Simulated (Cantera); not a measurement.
A Cantera script and what it prints.

```python
import numpy as np
import cantera as ct

gas_names = """
    B BCL BCL2 BCL3 BN B2 CL CL2 N N2
""".split()
cond_names = """
    B(b) B(L) BN(s)
""".split()


# ... load() reads the species with a 1 bar reference pressure and builds the phases ...
atoms = {
    'BN': {'B': 1, 'N': 1},
    'Cl2': {'CL': 2},
    'N2': {'N': 2},
}
top_T = {'BN(s)': 3200}  # K; cautious upper limits of use, not melting points


# ... equilibrate(T, P, feed) seeds the gas with the atoms and calls Mixture.equilibrate('TP', solver="vcs", rtol=1e-11, max_steps=5000) ...
results = []
feed = {'BN': 1, 'Cl2': 0.8, 'N2': 0.97}  # mol
P = 13332.2  # Pa
for T in [1373, 1423, 1473, 1523, 1573, 1623, 1673]:
    mix = equilibrate(T, P, feed)
    results.append((T, P, feed, dict(zip(mix.species_names, mix.species_moles))))
    x = sorted(zip(gas.X, gas.species_names), reverse=True)
    print(f"T = {T:g} K  P = {P:g} Pa  gas = {mix.phase_moles(0):.4g} mol")
    print("   x: " + "  ".join(f"{s} {v:.3e}" for v, s in x if v > 0.001))
    print("   condensed (mol): " + ("  ".join(f"{mix.phase(i).name} {mix.phase_moles(i):.4g}"
          for i in range(1, mix.n_phases) if mix.phase_moles(i) > 1e-12) or "none"))
```

Output:

```
T = 1373 K  P = 13332.2 Pa  gas = 1.77 mol
   x: N2 6.986e-01  BCL3 3.013e-01
   condensed (mol): BN(s) 0.4667
T = 1423 K  P = 13332.2 Pa  gas = 1.77 mol
   x: N2 6.986e-01  BCL3 3.012e-01
   condensed (mol): BN(s) 0.4668
T = 1473 K  P = 13332.2 Pa  gas = 1.77 mol
   x: N2 6.985e-01  BCL3 3.011e-01
   condensed (mol): BN(s) 0.4668
T = 1523 K  P = 13332.2 Pa  gas = 1.771 mol
   x: N2 6.984e-01  BCL3 3.009e-01
   condensed (mol): BN(s) 0.4668
T = 1573 K  P = 13332.2 Pa  gas = 1.771 mol
   x: N2 6.982e-01  BCL3 3.007e-01
   condensed (mol): BN(s) 0.4669
T = 1623 K  P = 13332.2 Pa  gas = 1.772 mol
   x: N2 6.980e-01  BCL3 3.002e-01  CL 1.137e-03
   condensed (mol): BN(s) 0.4669
T = 1673 K  P = 13332.2 Pa  gas = 1.773 mol
   x: N2 6.976e-01  BCL3 2.995e-01  CL 1.686e-03  BCL2 1.202e-03
   condensed (mol): BN(s) 0.4669
```

Equilibrium computed with Cantera from the NASA thermochemical tables; the gas is ideal and each condensed phase is pure. The tables' values for BCl2, BCl are old estimates; treat these amounts as uncertain.
